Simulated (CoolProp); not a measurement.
The numbers come from the reference Helmholtz-energy equation of state, Lemmon 2006 in CoolProp. It is a short technical equation, of lower accuracy than the large ones.

Give the vapour pressure (kPa), enthalpy of vaporisation (kJ/kg), surface tension (mN/m) of saturated isohexane at 296.5, 355.3, 368.4 K.


| T (K) | p (kPa) | enthalpy of vaporisation (kJ/kg) | surface tension (mN/m) |
|---|---|---|---|
| 296.5 | 26.4 | 348 | 17.0 |
| 355.3 | 194 | 306 | 11.3 |
| 368.4 | 274 | 295 | 10.0 |

Surface tension comes from a separate correlation (Mulero 2012).
